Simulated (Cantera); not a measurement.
A Cantera script and what it prints.

```python
import numpy as np
import cantera as ct

gas_names = """
    C CO COS CO2 CS CS2 C2 C2O C3 C3O2 C4 C5 Fe FeC5O5 FeO O O2 O3 S SO SO2 SO3 S2 S2O S8
""".split()
cond_names = """
    C(gr) Fe(a) Fe(c) Fe(d) Fe(L) FeC5O5(L) FeO(s) FeO(L) FeS(a) FeS(b) FeS(c) FeS(L) FeSO4(s) FeS2(s)
    Fe2O3(s) Fe2S3O12(s) Fe3O4(s) S(cr1) S(cr2) S(L)
""".split()


def load(file, names, dense=False):
    # The tables refer to 1 bar. Condensed volumes are neglected.
    table = {s.name: s for s in ct.Species.list_from_file(file)}
    out = []
    for n in names:
        d = dict(table[n].input_data)
        d["thermo"] = dict(d["thermo"], **{"reference-pressure": 1e5})
        if dense:
            d["equation-of-state"] = {"model": "constant-volume", "density": "1e6 g/cm^3"}
        out.append(ct.Species.from_dict(d))
    return out


gas = ct.Solution(thermo="ideal-gas", species=load("nasa_gas.yaml", gas_names))
cond = {s.name: ct.Solution(thermo="fixed-stoichiometry", species=[s], name=s.name)
        for s in load("nasa_condensed.yaml", cond_names, dense=True)}
atoms = {
    'FeS2': {'Fe': 1, 'S': 2},
    'O2': {'O': 2},
    'CO2': {'C': 1, 'O': 2},
}
top_T = {'C(gr)': 4500, 'FeSO4(s)': 950, 'FeS2(s)': 1010, 'Fe2O3(s)': 1830, 'Fe2S3O12(s)': 1100, 'Fe3O4(s)': 1870}  # K; cautious upper limits of use, not melting points


def equilibrate(T, P, feed):
    n = {}
    for name, mol in feed.items():
        for a, k in atoms[name].items():
            n[a] = n.get(a, 0.0) + k * mol
    gas.TPX = T, P, n
    mass = sum(n.values()) * gas.mean_molecular_weight
    gas.equilibrate("TP")
    valid = [c for c in cond.values() if c.min_temp <= T <= top_T.get(c.name, c.max_temp)]
    mix = ct.Mixture([(gas, mass / gas.mean_molecular_weight)] + [(c, 0.0) for c in valid])
    mix.T, mix.P = T, P
    mix.equilibrate("TP", solver="vcs", rtol=1e-11, max_steps=5000)
    return mix


results = []
T = 1798.15  # K
P = 13332.2  # Pa
for m in [0.72, 0.84, 0.99, 1.2, 1.4, 1.6, 1.8, 2.2, 2.5, 3, 3.5, 4, 4.7]:
    feed = {'FeS2': 1, 'O2': m, 'CO2': 6.3}  # mol
    mix = equilibrate(T, P, feed)
    results.append((T, P, feed, dict(zip(mix.species_names, mix.species_moles))))

top = {s: max(r[3][s] / sum(r[3][g] for g in gas_names) for r in results) for s in gas_names}
cols = sorted((s for s in top if top[s] > 0.001), key=lambda s: -top[s])[:8]
seen = [c for c in cond_names if any(r[3].get(c, 0) > 1e-12 for r in results)]
print("log10 of partial pressures in bar; condensed amounts in mol")
print(f"{'n(O2)':>10s}" + "".join(f"{s[:9]:>10s}" for s in cols + seen))
for T, P, feed, n in results:
    ng = sum(n[g] for g in gas_names)
    print(f"{feed['O2']:10.4g}" + "".join(f"{np.log10(max(n[s] / ng * P / 1e5, 1e-99)):10.3f}" for s in cols)
          + "".join(f"{n.get(c, 0):10.4g}" for c in seen))
```

It prints:

```
log10 of partial pressures in bar; condensed amounts in mol
     n(O2)       CO2        CO       SO2        O2        S2        SO    FeO(L)  Fe3O4(s)
      0.72    -1.213    -1.370    -1.617    -7.077    -2.464    -2.790    0.9998         0
      0.84    -1.204    -1.389    -1.598    -7.020    -2.541    -2.801    0.9999         0
      0.99    -1.191    -1.415    -1.577    -6.942    -2.655    -2.818    0.9999         0
       1.2    -1.171    -1.458    -1.551    -6.817    -2.853    -2.855    0.9999         0
       1.4    -1.150    -1.509    -1.532    -6.670    -3.107    -2.909    0.9999         0
       1.6    -1.125    -1.578    -1.517    -6.483    -3.453    -2.988    0.9999         0
       1.8    -1.096    -1.674    -1.507    -6.234    -3.930    -3.102    0.9999         0
       2.2    -1.037    -2.031    -1.497    -5.402    -5.574    -3.508         1         0
       2.5    -1.008    -2.535    -1.495    -4.335    -7.704    -4.039    0.4561    0.1813
         3    -1.014    -3.569    -1.511    -2.279   -11.849    -5.084         0    0.3333
       3.5    -1.037    -3.776    -1.536    -1.913   -12.629    -5.291         0    0.3333
         4    -1.060    -3.889    -1.559    -1.733   -13.035    -5.404         0    0.3333
       4.7    -1.091    -3.995    -1.589    -1.581   -13.401    -5.511         0    0.3333
```

Cantera equilibrium calculation (NASA polynomials, part measured and part estimated; ideal gas, pure solids and liquids). Mutual solubility and eutectic melting of coexisting phases are not modelled. The tables' stoichiometric FeO is somewhat more stable than real wüstite, so its field is too wide. FeO: taken at fixed stoichiometry.
